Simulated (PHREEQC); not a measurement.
A column of 0.5 m (30 cells, dispersivity 0.025 m, 720 s a shift, diffusion coefficient 3e-10 m²/s) holds 0.14 eq of the database's cation exchanger X per kg of pore water, first in equilibrium with 0.0085 mol/kgw SrCl2, 0.00034 mol/kgw KCl and 1e-05 mol/kgw HCl. It is flushed with 0.052 mol/kgw BaCl2 and 1e-05 mol/kgw HCl, at 40 °C. Values are for the last cell. The system is closed to CO2. Nothing may precipitate in this run.

Base run: PHREEQC, ion-association model, phreeqc.dat. Each further column changes one thing. The table gives Ba in solution (mol/kgw).

```json
[
 {"pore volumes": "0", "base": "0", "exchange capacity from 0.14 to 0.07 eq/kgw": "0", "dispersivity from 0.025 to 0.05 m": "0"},
 {"pore volumes": "0.35", "base": "0", "exchange capacity from 0.14 to 0.07 eq/kgw": "0", "dispersivity from 0.025 to 0.05 m": "0"},
 {"pore volumes": "0.85", "base": "1.20e-6", "exchange capacity from 0.14 to 0.07 eq/kgw": "0.000179", "dispersivity from 0.025 to 0.05 m": "7.90e-5"},
 {"pore volumes": "1.183", "base": "0.000678", "exchange capacity from 0.14 to 0.07 eq/kgw": "0.00751", "dispersivity from 0.025 to 0.05 m": "0.00261"},
 {"pore volumes": "1.517", "base": "0.00586", "exchange capacity from 0.14 to 0.07 eq/kgw": "0.0235", "dispersivity from 0.025 to 0.05 m": "0.0101"},
 {"pore volumes": "2.017", "base": "0.0205", "exchange capacity from 0.14 to 0.07 eq/kgw": "0.0411", "dispersivity from 0.025 to 0.05 m": "0.0237"},
 {"pore volumes": "2.35", "base": "0.0301", "exchange capacity from 0.14 to 0.07 eq/kgw": "0.0467", "dispersivity from 0.025 to 0.05 m": "0.0313"},
 {"pore volumes": "2.683", "base": "0.0375", "exchange capacity from 0.14 to 0.07 eq/kgw": "0.0496", "dispersivity from 0.025 to 0.05 m": "0.0371"},
 {"pore volumes": "3.017", "base": "0.0429", "exchange capacity from 0.14 to 0.07 eq/kgw": "0.0509", "dispersivity from 0.025 to 0.05 m": "0.0414"},
 {"pore volumes": "3.517", "base": "0.0477", "exchange capacity from 0.14 to 0.07 eq/kgw": "0.0517", "dispersivity from 0.025 to 0.05 m": "0.0458"},
 {"pore volumes": "3.85", "base": "0.0495", "exchange capacity from 0.14 to 0.07 eq/kgw": "0.0519", "dispersivity from 0.025 to 0.05 m": "0.0477"},
 {"pore volumes": "4.183", "base": "0.0505", "exchange capacity from 0.14 to 0.07 eq/kgw": "0.0519", "dispersivity from 0.025 to 0.05 m": "0.0490"},
 {"pore volumes": "4.683", "base": "0.0514", "exchange capacity from 0.14 to 0.07 eq/kgw": "0.0520", "dispersivity from 0.025 to 0.05 m": "0.0503"},
 {"pore volumes": "5.017", "base": "0.0516", "exchange capacity from 0.14 to 0.07 eq/kgw": "0.0520", "dispersivity from 0.025 to 0.05 m": "0.0508"}
]
```

Constants without temperature data keep their 25 °C values here.
